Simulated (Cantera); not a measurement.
A closed system holds: 1 mol H2O, 0.79 mol H2, 20 mol N2, held at 10.0 mbar.

Equilibrium computed with Cantera from the NASA thermochemical tables; the gas is ideal and each condensed phase is pure. Candidate condensed phases: H2O; 24 gas species. Kinetics and transport are ignored.

Question: At 2325 K, list the 7 most abundant gas species with their mole fractions, and the condensed phases.

Answer: N2 0.904, H2O 0.0372, H2 0.0320, H 0.0197, OH 0.00381, O 0.00159, NO 0.00107. Condensed: gas only.
